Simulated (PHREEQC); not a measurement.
Consider water at 12 °C with 0.51 mmol/kgw PbCl2, 57 mmol/kgw NaNO3 and 0.335 mmol/kgw Cu(NO3)2. Closed to the air; pH follows from the charge balance.

Equilibrium calculation in PHREEQC: ion-association model, wateq4f.dat.

No solid was allowed to form.

Question: Predict the pH.

Answer: pH 5.57.

Question: In which forms is Pb present?

Answer: Pb+2 72 %, PbNO3+ 27 %, PbCl+ 0.9 % of the Pb.

Species that the database lacks are ignored. Constants without temperature data keep their 25 °C values here.
